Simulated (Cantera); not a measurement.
A Cantera script and what it prints.

```python
import numpy as np
import cantera as ct

gas_names = """
    H H2 N NH NH2 NH3 N2 N2H2 N2H4 Si SiH SiH2 SiH3 SiH4 SiN Si2 Si2N Si3
""".split()
cond_names = """
    Si(cr) Si(L) Si3N4(a)
""".split()


# ... load() reads the species with a 1 bar reference pressure and builds the phases ...
atoms = {
    'Si2H6': {'Si': 2, 'H': 6},
    'N2': {'N': 2},
}
top_T = {'Si3N4(a)': 2400}  # K; cautious upper limits of use, not melting points


# ... equilibrate(T, P, feed) seeds the gas with the atoms and calls Mixture.equilibrate('TP', solver="vcs", rtol=1e-11, max_steps=5000) ...
results = []
feed = {'Si2H6': 1, 'N2': 76}  # mol
T = 1175  # K
P = 10000  # Pa
mix = equilibrate(T, P, feed)
results.append((T, P, feed, dict(zip(mix.species_names, mix.species_moles))))
x = sorted(zip(gas.X, gas.species_names), reverse=True)
print(f"T = {T:g} K  P = {P:g} Pa  gas = {mix.phase_moles(0):.4g} mol")
print("   x: " + "  ".join(f"{s} {v:.3e}" for v, s in x if v > 0.0001))
print("   condensed (mol): " + ("  ".join(f"{mix.phase(i).name} {mix.phase_moles(i):.4g}"
      for i in range(1, mix.n_phases) if mix.phase_moles(i) > 1e-12) or "none"))
```

Result:

```
T = 1175 K  P = 10000 Pa  gas = 77.67 mol
   x: N2 9.614e-01  H2 3.863e-02
   condensed (mol): Si3N4(a) 0.6667
```

These are equilibrium values from Cantera (NASA tables, ideal gas, pure condensed phases), not measurements of a reactor. The feed counts by its element totals alone. N2 is the only nitrogen source here; it is nearly inert below about 1500 K, so the nitride shown seldom forms there in practice.
